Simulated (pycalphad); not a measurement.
Source of the numbers: pycalphad with the COST 507 light-alloy database (1999); pressure 1 atm. These are 1990s assessments: newer ones move some temperatures and phases. Diffusion is slow at the low end, where real alloys seldom reach equilibrium.

Question: How does the equilibrium phase assembly of Cu-10.03Si (at.%) change on cooling from 2077 °C to 277 °C?

Answer: 
```csv
T (°C),phases above,phases below
959.7,LIQUID,FCC_A1 + LIQUID
876.7,FCC_A1 + LIQUID,FCC_A1
678.3,FCC_A1,FCC_A1 + HCP_A3
552.4,FCC_A1 + HCP_A3,CU56SI11_GAMMA + FCC_A1
394 ± 1,CU56SI11_GAMMA + FCC_A1,CU19SI6_ETA + FCC_A1
```
Changes were sought between steps of 75 K, so a narrower field can be missed.

Database names, with the compositions (at.%) that they take in these runs: CU56SI11_GAMMA: Cu 84 Si 16; CU19SI6_ETA: Cu 76 Si 24. FCC_A1 is fcc; HCP_A3 is hcp. The hcp model here describes the intermediate κ phase of Cu-Si.
